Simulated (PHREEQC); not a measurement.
Dissolve 0.078 mol/kgw NH4BF4 at 40 °C. It is in equilibrium with CO2 at log p = -1 (atm). Otherwise closed; pH follows from the charge balance.

Computed with PHREEQC (ion-association model, phreeqc.dat).

Each row changes one thing in this solution. Precipitation was switched off in this run.

```tsv
case	pH	ionic strength (mol/kgw)	HF (mol/kgw)	F- (mol/kgw)	HF2- (mol/kgw)	HCO3- (mol/kgw)
as made	2.77	0.0800	0.00856	0.00339	0.000122	8.90e-7
diluted 10-fold with water	3.00	0.00889	0.00428	…	4.32e-5	1.32e-6
NH4BF4 replaced by NaF at the same molality	5.50	0.0760	0.000362	…	0.000115	0.000469
NH4BF4 from 0.078 to 0.156 mol/kgw	2.69	0.159	0.0106	…	0.000167	7.63e-7
NH4BF4 from 0.078 to 0.0156 mol/kgw	…	0.0169	0.00528	0.00269	5.95e-5	1.19e-6
NH4BF4 from 0.078 to 0.0702 mol/kgw	2.79	0.0722	0.00828	0.00334	…	9.10e-7
```

**Question.** Some entries are withheld; supply them.

**Answer.** 
- diluted 10-fold with water, F- (mol/kgw): 0.00241
- NH4BF4 replaced by NaF at the same molality, F- (mol/kgw): 0.0754
- NH4BF4 from 0.078 to 0.156 mol/kgw, F- (mol/kgw): 0.00376
- NH4BF4 from 0.078 to 0.0156 mol/kgw, pH: 2.94
- NH4BF4 from 0.078 to 0.0702 mol/kgw, HF2- (mol/kgw): 0.000116

Species that the database lacks are ignored. At this temperature some constants are extrapolated from 25 °C, and those without enthalpy data are left unchanged. Real BF4- forms and hydrolyses slowly; the run takes it at equilibrium.
